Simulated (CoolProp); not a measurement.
Model: reference Helmholtz-energy equation of state, Schroeder 2014, in CoolProp.

**Question.** For ethanol, give the phase and the density (kg/m³), isothermal compressibility (1/MPa), Prandtl number, fugacity coefficient at 620 K and 28.9 MPa.

**Answer.** 
- 620 K and 28.9 MPa: supercritical; density 405, isothermal compressibility 0.0190, Prandtl number 1.89, fugacity coefficient 0.552

Viscosity comes from a separate model (Kiselev 2005). Thermal conductivity comes from a separate model (Assael 2013).
